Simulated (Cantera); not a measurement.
A closed system holds: 1 mol HMDSO, a varied amount of O3, 3.8 mol CO2, equilibrated at 1850 °C and 17.0 Pa.

Equilibrium computed with Cantera from the NASA thermochemical tables; the gas is ideal and each condensed phase is pure. Candidate condensed phases: C, C6H6, C7H8, C8H18, H2O, Si, SiC, SiO2; 123 gas species. The feed counts by its element totals alone. Rates play no part.

Q: Which condensed phases are stable at each of these points (n(O3) (mol)): 0.15, 0.23, 0.36, 0.55, 0.85, 1.3, 2?

A: 
| n(O3) (mol) | condensed phases | Si condensed (%) |
|---|---|---|
| 0.15 | C(graphite) | 0.0 |
| 0.23 | C(graphite) | 0.0 |
| 0.36 | gas only | 0.0 |
| 0.55 | gas only | 0.0 |
| 0.85 | gas only | 0.0 |
| 1.3 | gas only | 0.0 |
| 2 | gas only | 0.0 |

From 0.15 mol O3 to 0.23 mol O3 the condensed part is C(graphite). From 0.36 mol O3 to 2 mol O3 nothing is condensed.
